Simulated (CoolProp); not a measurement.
Vapour pressure (MPa) of octamethyltrisiloxane (MDM): the reference equation beside estimates from Tc = 565.4 K, pc = 1.438 MPa, ω = 0.528.

Values from CoolProp's reference Helmholtz-energy equation of state, Thol 2017.

```
T (K)  reference  Lee-Kesler  Redlich-Kwong  Soave-Redlich-Kwong  Peng-Robinson
-----  ---------  ----------  -------------  -------------------  -------------
395.2    0.04225     0.04188         0.1242              0.04187        0.04240
398.9    0.04742     0.04700         0.1343              0.04699        0.04749
402.5    0.05292     0.05244         0.1447              0.05245        0.05290
406.2    0.05909     0.05854         0.1560              0.05856        0.05897
409.8    0.06562     0.06499         0.1676              0.06505        0.06540
413.5    0.07290     0.07221         0.1801              0.07230        0.07257
417.2    0.08081     0.08003         0.1932              0.08017        0.08035
420.8    0.08913     0.08826         0.2067              0.08846        0.08855
424.5    0.09836     0.09740         0.2212              0.09767        0.09764
428.2     0.1083      0.1073         0.2364               0.1076         0.1075
431.8     0.1187      0.1176         0.2518               0.1180         0.1177
435.5     0.1302      0.1290         0.2685               0.1296         0.1291
439.2     0.1426      0.1412         0.2858               0.1419         0.1413
442.8     0.1554      0.1539         0.3035               0.1549         0.1540
```

Absolute difference from the reference over all 14 rows, mean and median: Lee-Kesler 0.9 and 0.9 %, Redlich-Kwong 139.0 and 135.5 %, Soave-Redlich-Kwong 0.7 and 0.8 %, Peng-Robinson 0.6 and 0.6 %.
